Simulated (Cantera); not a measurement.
## Ignition delay

Mixture: H₂ : O₂ : N₂ = 1 : 0.556 : 2.09 (molar parts), at 51000 Pa, adiabatic and at constant pressure. Ignition delay is the time to a rise of 400 K.

Model: GRI-Mech 3.0 (53 species, 325 reactions), integrated in Cantera. Where the delays flatten at high temperature, the 400 K rule measures the pace of heat release, not the induction time.

```tsv
T0 (K)	delay (ms)
1250	0.0783
1300	0.0669
1350	0.0591
1400	0.0540
1450	0.0508
1500	0.0490
1550	0.0483
```
